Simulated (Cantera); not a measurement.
A closed system holds: 1 mol Si3N4, 0.89 mol N2O, 3.3 mol N2, held at 1527 °C and 29.0 Pa.

Method: chemical equilibrium by Gibbs-energy minimisation in Cantera with the NASA 1993 tables (ideal gas, pure condensed phases). Candidate condensed phases: Si, SiO2, Si2N2O, Si3N4; 16 gas species. The tables' values for SiN are old estimates; treat these amounts as uncertain. Kinetics and transport are ignored.

Base state: N2 0.864, SiO 0.124, Si 0.0110, Si2N 0.000123, SiN 7.68e-5, Si2 6.62e-5, Si3 1.57e-5 (mole fractions); condensed: Si(l).

### Question
What changes in the equilibrium state with this change: N2O from 0.89 to 0.027 mol?

### Answer
```
species       before     after
----------  --------  --------
N2             0.864     0.984
Si            0.0110    0.0110
SiO            0.124   0.00499
Si2N        0.000123  0.000132
SiN          7.68e-5   8.19e-5
Si3          1.57e-5   1.57e-5
Si2          6.62e-5   6.62e-5
Si(l), mol      2.03      2.91
```
